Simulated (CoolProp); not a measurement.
Normal hydrogen along the isotherm -239.55 °C: Z from the reference equation and from simpler models built on Tc = -240.0 °C, pc = 1.296 MPa, ω = -0.219; each cubic takes its own stable root.

Model: reference Helmholtz-energy equation of state, Leachman 2009, in CoolProp.

```tsv
p (MPa)	phase	reference	Pitzer virial	van der Waals	Soave-Redlich-Kwong	Peng-Robinson
0.0499	gas	0.9879	0.9877	0.9888	0.9872	0.9857
0.0997	gas	0.9755	0.9754	0.9775	0.9742	0.9713
0.15	gas	0.9628	0.9629	0.9658	0.9609	0.9565
0.199	gas	0.9502	0.9508	0.9542	0.9477	0.9419
0.249	gas	0.9371	0.9385	0.9421	0.9340	0.9268
0.299	gas	0.9237	0.9261	0.9297	0.9200	0.9114
0.349	gas	0.9100	0.9138	0.9170	0.9057	0.8958
0.399	gas	0.8959	0.9014	0.9041	0.8911	0.8798
0.449	gas	(withheld)	0.8890	0.8907	0.8762	0.8636
0.499	gas	0.8668	0.8767	0.8770	(withheld)	0.8470
0.548	gas	0.8520	0.8646	0.8632	(withheld)	0.8303
0.598	gas	0.8364	0.8522	(withheld)	0.8294	0.8130
0.648	gas	0.8203	0.8399	0.8337	0.8129	0.7951
```

What belongs in the gaps?


- 0.449, reference: 0.8816
- 0.499, Soave-Redlich-Kwong: 0.8609
- 0.548, Soave-Redlich-Kwong: 0.8455
- 0.598, van der Waals: 0.8487
